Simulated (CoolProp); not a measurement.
Vapour-liquid equilibrium of n-hexane (1) + toluene (2) at 314.1 K; x and y are mole fractions of (1).

Values from CoolProp's multi-fluid Helmholtz-energy mixture model, Thol 2019 and Lemmon 2006; pair parameters Bell 2016.

Q: Give the bubble pressure and the first vapour's composition at x = 0.05, 0.2, 0.5. Is there an azeotrope?

A: x = 0.05: 0.1084 bar, y = 0.275; x = 0.2: 0.1715 bar, y = 0.604; x = 0.5: 0.2613 bar, y = 0.818. No azeotrope shows between x = 0.05 and 0.95.

The pair parameters rest on a limited set of measurements; away from them the model extrapolates.
